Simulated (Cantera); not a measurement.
Cantera run:

```python
import numpy as np
import cantera as ct

gas_names = """
    CL CL2 H HCL H2 Si SiCL SiCL2 SiCL3 SiCL4 SiH SiHCL3 SiH2 SiH2CL2 SiH3 SiH3CL SiH4 Si2 Si3
""".split()
cond_names = """
    Si(cr) Si(L)
""".split()


# ... load() reads the species with a 1 bar reference pressure and builds the phases ...
atoms = {
    'SiHCl3': {'Si': 1, 'H': 1, 'CL': 3},
    'Cl2': {'CL': 2},
    'H2': {'H': 2},
    'HCl': {'H': 1, 'CL': 1},
}
top_T = {}  # K; cautious upper limits of use, not melting points


# ... equilibrate(T, P, feed) seeds the gas with the atoms and calls Mixture.equilibrate('TP', solver="vcs", rtol=1e-11, max_steps=5000) ...
results = []
feed = {'SiHCl3': 1, 'Cl2': 0.007, 'H2': 49, 'HCl': 0.16}  # mol
T = 1223  # K
for P in [100, 350, 1300, 4500, 16000, 56000, 200000]:
    mix = equilibrate(T, P, feed)
    results.append((T, P, feed, dict(zip(mix.species_names, mix.species_moles))))

top = {s: max(r[3][s] / sum(r[3][g] for g in gas_names) for r in results) for s in gas_names}
cols = sorted((s for s in top if top[s] > 0.0001), key=lambda s: -top[s])[:9]
seen = [c for c in cond_names if any(r[3].get(c, 0) > 1e-12 for r in results)]
print("log10 of partial pressures in bar; condensed amounts in mol")
print(f"{'P/Pa':>10s}" + "".join(f"{s[:9]:>10s}" for s in cols + seen))
for T, P, feed, n in results:
    ng = sum(n[g] for g in gas_names)
    print(f"{P:10.4g}" + "".join(f"{np.log10(max(n[s] / ng * P / 1e5, 1e-99)):10.3f}" for s in cols)
          + "".join(f"{n.get(c, 0):10.4g}" for c in seen))
```

Output:

```
log10 of partial pressures in bar; condensed amounts in mol
      P/Pa        H2       HCL     SiCL2    SiHCL3     SiCL4   SiH2CL2     SiCL3    Si(cr)
       100    -3.025    -4.312    -5.213    -7.426    -7.203    -8.524    -6.659    0.6702
       350    -2.480    -3.776    -4.685    -6.362    -6.147    -7.452    -5.867    0.6611
      1300    -1.910    -3.226    -4.157    -5.284    -5.090    -6.353    -5.074    0.6389
      4500    -1.369    -2.728    -3.702    -4.332    -4.181    -5.358    -4.392    0.5962
   1.6e+04    -0.816    -2.250    -3.297    -3.448    -3.371    -4.400    -3.785    0.5258
   5.6e+04    -0.269    -1.804    -2.953    -2.659    -2.683    -3.509    -3.269    0.4347
     2e+05     0.286    -1.374    -2.648    -1.924    -2.073    -2.649    -2.812    0.3294
```

Method: chemical equilibrium by Gibbs-energy minimisation in Cantera with the NASA 1993 tables (ideal gas, pure condensed phases). The tables' values for SiCl3 are old estimates; treat these amounts as uncertain.
